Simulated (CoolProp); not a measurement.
Ethylene at 276.14 K and 1.67 MPa is throttled through a valve to 0.746 MPa with no heat exchange. Each further row changes one setting.

Values from CoolProp's reference Helmholtz-energy equation of state, Smukala 2000.

```json
[
 {"case": "as stated", "temperature change (K)": "?", "final density (kg/m³)": "?"},
 {"case": "outlet pressure 0.224 MPa", "temperature change (K)": "-20.4", "final density (kg/m³)": "?"},
 {"case": "outlet pressure 0.97 MPa", "temperature change (K)": "-9.5", "final density (kg/m³)": "13.4"}
]
```

Problem. Fill in the missing entries.

Solution. 
- as stated, temperature change (K): -12.7
- as stated, final density (kg/m³): 10.2
- outlet pressure 0.224 MPa, final density (kg/m³): 3.02
